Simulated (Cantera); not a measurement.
An isothermal, constant-pressure homogeneous reactor starts with 83.3 % NO, 16.7 % N₂, at 1975 K and 9.75 Torr.

Cantera simulation using GRI-Mech 3.0 (53 species, 325 reactions); the numbers are that mechanism's predictions, not measurements. Radical loss at walls, strong at low pressure, is not modelled.

Task: Predict: x(NO) at 2.00 s; x(N₂) at 2.00 s; x(N₂O) at 2.00 s; x(O₂) at 2.00 s; x(O) at 2.00 s; x(NO₂) at 2.00 s.

Result: x(NO) at 2.00 s: 0.750 (gas-phase equilibrium 0.00859)
x(N₂) at 2.00 s: 0.208 (gas-phase equilibrium 0.578)
x(N₂O) at 2.00 s: 0.000160 (gas-phase equilibrium 4.72e-8)
x(O₂) at 2.00 s: 0.0407 (gas-phase equilibrium 0.410)
x(O) at 2.00 s: 0.00128 (gas-phase equilibrium 0.00311)
x(NO₂) at 2.00 s: 6.20e-5 (gas-phase equilibrium 2.46e-6)
